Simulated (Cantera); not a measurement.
Ignition delay

Mixture: CH₄ : O₂ : N₂ = 1 : 3.17 : 11.9 (molar parts), at 100000 Pa, adiabatic and at constant volume. Ignition delay is the time to a rise of 400 K.

Model: GRI-Mech 3.0 (53 species, 325 reactions), integrated in Cantera.

```tsv
T0 (K)	delay (ms)
1275	12.3
1325	6.49
1375	3.56
1425	2.04
1475	1.22
1525	0.758
1575	0.492
1625	0.331
```

| Quantity | Result |
|---|---|
| apparent activation energy between 1525 and 1625 K | 170 kJ/mol |
